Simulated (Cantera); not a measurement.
A closed system holds: 1 mol C2F6, 7.8 mol H2, equilibrated at 51.0 Pa.

Equilibrium computed with Cantera from the NASA thermochemical tables; the gas is ideal and each condensed phase is pure. Candidate condensed phases: C, C6H6, C7H8, C8H18; 95 gas species. The feed counts by its element totals alone. Rates play no part.

Over these rows the condensed part is C(graphite). Partial pressures as log10 of bar:

| T (K) | 1000/T (1/K) | log p C2H2 (acetylene) | log p HF | log p H2 |
|---|---|---|---|---|
| 1225 | 0.8163 | -10.43 | -3.55 | -3.64 |
| 1375 | 0.7273 | -9.39 | -3.55 | -3.64 |
| 1525 | 0.6557 | ? | -3.55 | -3.65 |
| 1675 | 0.5970 | -7.88 | -3.55 | -3.65 |
| 1825 | 0.5479 | -7.32 | -3.55 | -3.65 |
| 1975 | 0.5063 | -6.86 | -3.56 | -3.67 |

Q: Fit log p(C2H2 (acetylene)) = a + b·(1000/T) to the five rows, give the apparent enthalpy, and predict the row at 1525 K.

A: Means: 1000/T = 0.6390, log p = -8.376. Sxy = -0.771917, Sxx = 0.0669047, so b = -11.54 and a = -8.376 − (-11.54)×0.6390 = -1.00.
Apparent enthalpy: −19.145 × (-11.54) = 221 kJ/mol. With the condensed phases at unit activity, 2 C(graphite) + H2(g) = C2H2 (acetylene)(g) links this pressure to the main gases: over the six rows their terms move log p by -0.03 in all, so the slope is close to that reaction's ΔH°. The five rows lie within 0.02 of the line.
Prediction at 1525 K: -1.00 + (-11.54)×0.6557 = -8.57. The computed value is -8.56, 0.01 from the line.
